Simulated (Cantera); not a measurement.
Equilibrium for silicon carbide growth: (CH₃)₂SiCl₂ + C₂H₄ + H₂ + HCl

Charge: 1 mol (CH₃)₂SiCl₂, 0.022 mol C₂H₄, 2.3 mol H₂, 0.11 mol HCl, at 52.0 mbar.

Method: chemical equilibrium by Gibbs-energy minimisation in Cantera with the NASA 1993 tables (ideal gas, pure condensed phases). Candidate condensed phases: C, C₆H₆, C₇H₈, C₈H₁₈, Si, SiC; 109 gas species. The feed counts by its element totals alone. The tables' values for SiCl, SiCl₃ are old estimates; treat these amounts as uncertain. Gases not in the tables: Si₂H₆ and higher silanes. The numbers say what is thermodynamically allowed, not how fast it happens.

| T (K) | log p H₂ | log p HCl | log p H | log p SiCl₂ | log p Cl | log p Si | n C(graphite) | n SiC(s) |
|---|---|---|---|---|---|---|---|---|
| 1373 | -1.45 | -1.79 | -6.20 | -4.04 | -6.62 | -11.78 | 1.08 | 0.967 |
| 1473 | -1.45 | -1.78 | -5.62 | -3.80 | -6.05 | -10.45 | 1.07 | 0.970 |
| 1573 | -1.45 | -1.79 | -5.12 | -3.61 | -5.55 | -9.28 | 1.08 | 0.963 |
| 1673 | -1.45 | -1.79 | -4.67 | -3.45 | -5.12 | -8.25 | 1.09 | 0.952 |
| 1773 | -1.45 | -1.80 | -4.27 | -3.31 | -4.73 | -7.34 | 1.11 | 0.936 |
| 1873 | -1.45 | -1.81 | -3.91 | -3.20 | -4.39 | -6.53 | 1.12 | 0.918 |
| 1973 | -1.45 | -1.82 | -3.59 | -3.10 | -4.09 | -5.81 | 1.14 | 0.898 |
| 2073 | -1.45 | -1.83 | -3.30 | -3.02 | -3.82 | -5.15 | 1.16 | 0.876 |
| 2173 | -1.45 | -1.85 | -3.04 | -2.95 | -3.57 | -4.55 | 1.17 | 0.849 |
| 2273 | -1.46 | -1.87 | -2.80 | -2.90 | -3.36 | -4.01 | 1.19 | 0.813 |
| 2373 | -1.47 | -1.90 | -2.59 | -2.86 | -3.16 | -3.52 | 1.22 | 0.746 |
| 2473 | -1.49 | -1.94 | -2.40 | -2.85 | -2.99 | -3.06 | 1.30 | 0.590 |
log p: log10 of the partial pressure in bar; n: condensed amount in mol.

From 1373 K to 2473 K the condensed part is C(graphite) + SiC(s). The main Si-bearing gas is SiCl₄ at 1373 K and SiCl₂ at 2473 K. The share of Si in condensed phases is highest at 1473 K (97.0 %) and lowest at 2473 K (59.0 %).
